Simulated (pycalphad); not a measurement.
CALPHAD calculation (pycalphad, COST 507 light-alloy database (1999)), 1 atm. These are 1990s assessments: newer ones move some temperatures and phases. Phase fractions are per mole of atoms. Diffusion is slow at the low end, where real alloys seldom reach equilibrium.

Give the equilibrium state of Ti-0.22Hf-8.16B (at.%) at 1297 °C.


```
T = 1570.00 K, P = 101325 Pa, N = 1 mol of atoms
G = -96971 J/mol, H = 28040 J/mol, S = 79.62 J/(mol K)  (SER reference)
chemical potentials (J/mol): Ti -88044, Hf -190412, B -194678
phase             fraction      x(Ti)      x(Hf)       x(B)
BCC_A2              0.8400     0.9955     0.0026     0.0019
BM                  0.1600     0.4998   0.000208     0.5000
```

Give the equilibrium state of Ti-0.22Hf-8.16B (at.%) at 657 °C.


```
T = 930.00 K, P = 101325 Pa, N = 1 mol of atoms
G = -51490 J/mol, H = 4383 J/mol, S = 60.08 J/(mol K)  (SER reference)
chemical potentials (J/mol): Ti -40312, Hf -94236, B -175840
phase             fraction      x(Ti)      x(Hf)       x(B)
HCP_A3              0.8383     0.9965     0.0026   0.000908
BM                  0.1617     0.4999   0.000136     0.5000
```

Database names, with the compositions (at.%) that they take in these runs: BM: Ti 50 B 50. BCC_A2 is bcc; HCP_A3 is hcp.
